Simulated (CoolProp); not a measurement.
A single-stage vapour-compression cycle with propane: evaporating at 308.15 K (dew point), condensing at 344.15 K (bubble point), superheat 2 K, subcooling 5 K, compressor efficiency 0.65, no pressure losses. Each further row changes one setting.

Computed with CoolProp (reference Helmholtz-energy equation of state, Lemmon 2009).

| case | cooling COP | pressure ratio | discharge temperature (K) | refrigerating effect (kJ/kg) | volumetric capacity (kJ/m³) |
|---|---|---|---|---|---|
| as stated | 4.22 | 2.17 | 356.5 | 227 | 5960 |
| evaporating temperature 313.15 K | 5.11 | 1.93 | 355.0 | 232 | 6880 |
| condensing temperature 339.15 K | 5.15 | 1.96 | 350.3 | 244 | 6390 |
| subcooling 10 K | 4.53 | 2.17 | 356.5 | 244 | 6410 |
| superheat 12 K | 4.29 | 2.17 | 365.8 | 248 | 6120 |
| compressor efficiency 0.55 | 3.57 | 2.17 | 360.0 | 227 | 5960 |
